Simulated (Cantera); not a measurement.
**Equilibrium for sublimation and decomposition of ceramics: TiC + N2**

Charge: 1 mol TiC, 0.52 mol N2, equilibrated at 10.0 Torr.

Cantera equilibrium calculation (NASA polynomials, part measured and part estimated; ideal gas, pure solids and liquids). Candidate condensed phases: C, Ti, TiC, TiN; 13 gas species. TiC: taken at fixed stoichiometry. Equilibrium is a limit: real reactors are often held back by kinetics, nucleation or transport.

```csv
T (°C),log p N2,log p Ti,log p CN,log p C3,log p C,log p C2,n TiC(s)
1925,-1.88,-6.87,-6.90,-10.84,-9.57,-11.16,1.000
2000,-1.88,-6.45,-6.48,-9.96,-8.92,-10.36,1.000
2075,-1.88,-6.05,-6.09,-9.13,-8.32,-9.60,1.000
2150,-1.88,-5.68,-5.72,-8.36,-7.76,-8.90,1.000
2225,-1.88,-5.34,-5.37,-7.65,-7.23,-8.24,1.000
2300,-1.88,-5.00,-5.05,-6.98,-6.74,-7.62,1.000
2375,-1.88,-4.69,-4.76,-6.37,-6.28,-7.06,0.999
2450,-1.88,-4.38,-4.48,-5.81,-5.85,-6.53,0.998
2525,-1.88,-4.09,-4.23,-5.30,-5.45,-6.05,0.997
2600,-1.88,-3.80,-4.00,-4.85,-5.09,-5.61,0.994
```
log p: log10 of the partial pressure in bar; n: condensed amount in mol.

From 1925 °C to 2600 °C the condensed part is TiC(s). The main Ti-bearing gas is Ti throughout.
